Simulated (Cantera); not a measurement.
A Cantera script and its output.

```python
import numpy as np
import cantera as ct

gas = ct.Solution("h2o2.yaml")
gas.TPX = 1273, 30000, {'H2': 0.85, 'O2': 1, 'N2': 2.8}
reactor = ct.IdealGasConstPressureReactor(gas, energy="off", clone=False)
net = ct.ReactorNet([reactor])
net.rtol, net.atol = 1e-08, 1e-18
show = ['H2', 'O2', 'OH', 'H2O2', 'H2O', 'H']
times = np.geomspace(2e-06, 10, 12)

steps = ct.SolutionArray(gas, extra=["t"])
rows = []
print(f"{'t/s':>10s}{'T/K':>9s}{'P/Pa':>11s}" + "".join(f"{s:>11s}" for s in show))
for t in times:
    while net.time < t:
        t_next = net.step()
        steps.append(gas.state, t=t_next)
    rows.append([np.interp(t, steps.t, y) for y in (steps.T, steps.P, *steps(*show).X.T)])
    print(f"{t:10.3e}{rows[-1][0]:9.1f}{rows[-1][1]:11.4g}" + "".join(f"{x:11.3e}" for x in rows[-1][2:]))
rate = np.gradient(steps.T, steps.t)
print("integrator steps:", len(steps.t))
if steps.T.max() > steps.T[0] + 200:
    print(f"time of steepest temperature rise: {steps.t[rate.argmax()]:.4e} s")
gas.TPX = 1273, 30000, {'H2': 0.85, 'O2': 1, 'N2': 2.8}
gas.equilibrate("TP")
print(f"equilibrium (TP): T = {gas.T:.1f} K  " + "  ".join(f"{s} {gas[s].X[0]:.3e}" for s in show))
```

Result:

```
       t/s      T/K       P/Pa         H2         O2         OH       H2O2        H2O          H
 2.000e-06   1273.0      3e+04  1.828e-01  2.151e-01  5.444e-10  3.642e-12  5.728e-10  5.798e-09
 8.129e-06   1273.0      3e+04  1.828e-01  2.151e-01  5.946e-09  6.046e-11  2.414e-08  3.844e-08
 3.304e-05   1273.0      3e+04  1.828e-01  2.150e-01  7.526e-07  1.449e-09  5.723e-06  4.460e-06
 1.343e-04   1273.0      3e+04  1.647e-02  1.358e-01  7.255e-03  3.117e-06  1.454e-01  4.825e-02
 5.458e-04   1273.0      3e+04  1.450e-03  1.355e-01  1.857e-03  2.450e-06  1.979e-01  8.052e-04
 2.218e-03   1273.0      3e+04  6.113e-05  1.360e-01  3.740e-04  4.579e-07  2.009e-01  6.704e-06
 9.016e-03   1273.0      3e+04  4.848e-06  1.361e-01  1.190e-04  8.793e-08  2.011e-01  2.025e-07
 3.664e-02   1273.0      3e+04  7.207e-07  1.361e-01  4.889e-05  1.965e-08  2.012e-01  1.387e-08
 1.489e-01   1273.0      3e+04  1.546e-07  1.361e-01  2.309e-05  5.029e-09  2.012e-01  1.484e-09
 6.053e-01   1273.0      3e+04  5.947e-08  1.361e-01  1.401e-05  2.019e-09  2.012e-01  3.579e-10
 2.460e+00   1273.0      3e+04  5.333e-08  1.361e-01  1.316e-05  1.805e-09  2.012e-01  3.027e-10
 1.000e+01   1273.0      3e+04  5.332e-08  1.361e-01  1.316e-05  1.805e-09  2.012e-01  3.027e-10
integrator steps: 1722
equilibrium (TP): T = 1273.0 K  H2 5.332e-08  O2 1.361e-01  OH 1.316e-05  H2O2 1.805e-09  H2O 2.012e-01  H 3.027e-10
```

Cantera simulation using the H2/O2 subset of GRI-Mech 3.0, which has no nitrogen chemistry; the numbers are that mechanism's predictions, not measurements. The temperature is held fixed by assumption; the heat of reaction is taken as removed at once.
